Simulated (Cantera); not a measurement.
Charge: 1 mol SiCl4, 2.2 mol Cl2, 0.77 mol H2, at 1550 K and 4280 Torr.

Equilibrium computed with Cantera from the NASA thermochemical tables; the gas is ideal and each condensed phase is pure. Candidate condensed phases: Si; 19 gas species. The tables' values for SiCl3 are old estimates; treat these amounts as uncertain. Kinetics and transport are ignored.

Base state: HCl 0.384, Cl2 0.347, SiCl4 0.249, Cl 0.0200, SiCl3 1.08e-5 (mole fractions); condensed: gas only.

Question: What changes in the equilibrium state with this change: temperature from 1550 K to 1650 K?

Answer: 
| species | before | after |
|---|---|---|
| HCl | 0.384 | 0.381 |
| Cl2 | 0.347 | 0.336 |
| SiCl4 | 0.249 | 0.247 |
| Cl | 0.0200 | 0.0356 |
| SiCl3 | 1.08e-5 | 3.81e-5 |
